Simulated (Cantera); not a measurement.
A perfectly stirred reactor is fed with CO : O₂ : H₂O : N₂ = 0.0051 : 0.0067 : 0.034 : 1 (molar parts), equivalence ratio 0.38, at 10.0 bar; it is held at 1500 K, and followed from long to short residence time.

Model: GRI-Mech 3.0 (53 species, 325 reactions), integrated in Cantera.

x: mole fraction; the columns are a selection and need not sum to one.

```json
[
 {"τ (s)": "11", "x CO": "1.54e-6", "x O₂": "0.00398", "x H₂O": "0.0326", "x H₂": "5.54e-7", "x H": "6.72e-9", "x HO₂": "1.58e-8"},
 {"τ (s)": "2.3", "x CO": "5.21e-6", "x O₂": "0.00398", "x H₂O": "0.0326", "x H₂": "1.17e-6", "x H": "1.89e-8", "x HO₂": "3.27e-8"},
 {"τ (s)": "0.49", "x CO": "1.64e-5", "x O₂": "0.00398", "x H₂O": "0.0326", "x H₂": "2.88e-6", "x H": "6.80e-8", "x HO₂": "8.80e-8"},
 {"τ (s)": "0.10", "x CO": "___", "x O₂": "0.00400", "x H₂O": "0.0326", "x H₂": "___", "x H": "___", "x HO₂": "___"},
 {"τ (s)": "0.022", "x CO": "0.000152", "x O₂": "0.00405", "x H₂O": "0.0325", "x H₂": "1.99e-5", "x H": "1.08e-6", "x HO₂": "7.16e-7"},
 {"τ (s)": "0.0047", "x CO": "___", "x O₂": "0.00420", "x H₂O": "0.0325", "x H₂": "___", "x H": "___", "x HO₂": "___"},
 {"τ (s)": "0.0010", "x CO": "0.00116", "x O₂": "0.00457", "x H₂O": "0.0324", "x H₂": "0.000110", "x H": "1.35e-5", "x HO₂": "3.82e-6"},
 {"τ (s)": "0.00021", "x CO": "0.00258", "x O₂": "0.00530", "x H₂O": "0.0323", "x H₂": "0.000179", "x H": "3.02e-5", "x HO₂": "6.31e-6"}
]
```

**Question.** What belongs in the gaps?

**Answer.** 
- 0.10, x CO: 5.17e-5
- 0.10, x H₂: 7.71e-6
- 0.10, x H: 2.77e-7
- 0.10, x HO₂: 2.61e-7
- 0.0047, x CO: 0.000437
- 0.0047, x H₂: 5.02e-5
- 0.0047, x H: 4.11e-6
- 0.0047, x HO₂: 1.81e-6
